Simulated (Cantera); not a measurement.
# Low-pressure radical oxidation in H2/O2

A perfectly stirred reactor is fed with 60.0 % H2, 40.0 % O2, equivalence ratio 0.75, at 0.0263 atm; it is held at 998 K, and followed from long to short residence time.

Detailed kinetics in Cantera: GRI-Mech 3.0 (53 species, 325 reactions). Radical loss at walls, strong at low pressure, is not modelled. The temperature is held fixed by assumption; the heat of reaction is taken as removed at once.

| τ (s) | x H2 | x O2 | x OH | x HO2 | x O | x H | x H2O |
|---|---|---|---|---|---|---|---|
| 12 | 0.000952 | 0.143 | 0.000273 | 1.01e-5 | 7.11e-5 | 4.66e-5 | 0.856 |
| 4.4 | 0.00183 | 0.143 | 0.000387 | 1.38e-5 | 0.000143 | 0.000127 | 0.854 |
| 1.6 | 0.00347 | 0.144 | 0.000555 | 1.72e-5 | 0.000286 | 0.000347 | 0.851 |
| 0.55 | 0.00669 | 0.145 | 0.000820 | 2.02e-5 | 0.000579 | 0.000996 | 0.846 |
| 0.19 | 0.0126 | 0.148 | 0.00122 | 2.24e-5 | 0.00114 | 0.00281 | 0.835 |
| 0.069 | 0.0226 | 0.152 | 0.00178 | 2.39e-5 | 0.00213 | 0.00737 | 0.814 |
| 0.024 | 0.0405 | 0.160 | 0.00261 | 2.49e-5 | 0.00399 | 0.0193 | 0.774 |
| 0.0086 | 0.0689 | 0.174 | 0.00367 | 2.54e-5 | 0.00711 | 0.0451 | 0.701 |
| 0.0030 | 0.113 | 0.197 | 0.00490 | 2.48e-5 | 0.0120 | 0.0938 | 0.579 |
| 0.0011 | 0.176 | 0.228 | 0.00580 | 2.25e-5 | 0.0171 | 0.149 | 0.424 |
| 0.00038 | 0.293 | 0.279 | 0.00552 | 1.87e-5 | 0.0172 | 0.156 | 0.249 |
x: mole fraction; the columns are a selection and need not sum to one.
